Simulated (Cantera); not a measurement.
An isothermal, constant-pressure homogeneous reactor starts with 89.3 % N2O, 10.7 % H2O, at 1525 K and 5900 Pa.

Cantera simulation using GRI-Mech 3.0 (53 species, 325 reactions); the numbers are that mechanism's predictions, not measurements. GRI-Mech 3.0 was tuned for natural gas; its chemistry of N2O as a main component is partial and can be far from experiment. The temperature is held fixed by assumption; the heat of reaction is taken as removed at once.

x: mole fraction; the columns are a selection and need not sum to one.

```csv
t (s),x N2O,x H2O,x NO,x H,x NO2,x N2,x H2O2
6.00e-5,0.892,0.107,3.96e-5,4.46e-8,4.18e-10,0.000242,2.05e-9
0.000232,0.891,0.107,0.000250,3.51e-7,2.17e-7,0.00110,9.94e-8
0.000897,0.885,0.107,0.00109,8.33e-7,1.49e-5,0.00467,3.17e-7
0.00347,0.863,0.106,0.00423,9.16e-7,0.000153,0.0187,2.38e-7
0.0134,0.783,0.103,0.0152,9.08e-7,0.000560,0.0684,1.37e-7
0.0519,…,…,…,…,…,…,…
0.201,0.182,0.0806,0.0949,1.42e-6,0.000323,0.444,1.35e-8
0.776,0.00653,0.0741,0.114,8.52e-7,8.70e-5,0.556,4.87e-9
3.00,…,0.0740,0.114,…,…,0.560,…
```

Q: What belongs in the gaps?

A: 
- 0.0519, x N2O: 0.554
- 0.0519, x H2O: 0.0943
- 0.0519, x NO: 0.0466
- 0.0519, x H: 9.99e-7
- 0.0519, x NO2: 0.000756
- 0.0519, x N2: 0.211
- 0.0519, x H2O2: 4.94e-8
- 3.00, x N2O: 4.28e-6
- 3.00, x H: 1.25e-7
- 3.00, x NO2: 0.000150
- 3.00, x H2O2: 2.16e-9
